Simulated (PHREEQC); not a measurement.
A solution holds 55 mmol/kgw CuSO4 and 140 mmol/kgw NiCl2, at 20 °C. Closed to the air; pH follows from the charge balance.

Equilibrium calculation in PHREEQC: ion-association model, wateq4f.dat.

Problem. The ionic strength comes out as 0.452 mol/kgw. What activity coefficients do H+, HSO4-, Ni+2, Ni(SO4)2-2, Cu2(OH)2+2 get?

Solution. H+ 0.77, HSO4- 0.67, Ni+2 0.29, Ni(SO4)2-2 0.29, Cu2(OH)2+2 0.29.

No solid was allowed to form. Examples of supersaturated solids here: Atacamite, Antlerite. Others may be too.
